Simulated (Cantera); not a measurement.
Mixture: 21.7 % CO, 1.28 % H2, 13.1 % O2, 49.1 % N2, 14.8 % CO2, equivalence ratio 0.88, at 13.0 bar, adiabatic and at constant pressure. Ignition delay is the time to a rise of 400 K.

Computed with Cantera and GRI-Mech 3.0 (53 species, 325 reactions). The hydrogen kinetics of GRI-Mech 3.0 are dated; newer H2 mechanisms differ, most at raised pressure. The pressure lies above the range GRI-Mech 3.0 was tuned for (to about 10 atm). Where the delays flatten at high temperature, the 400 K rule measures the pace of heat release, not the induction time.

Task: Predict: delay at 1223 K; delay at 1323 K; delay at 1423 K; delay at 1523 K.

Result: 
```json
{
  "delay at 1223 K": "82.1 µs",
  "delay at 1323 K": "23.3 µs",
  "delay at 1423 K": "11.6 µs",
  "delay at 1523 K": "7.88 µs"
}
```
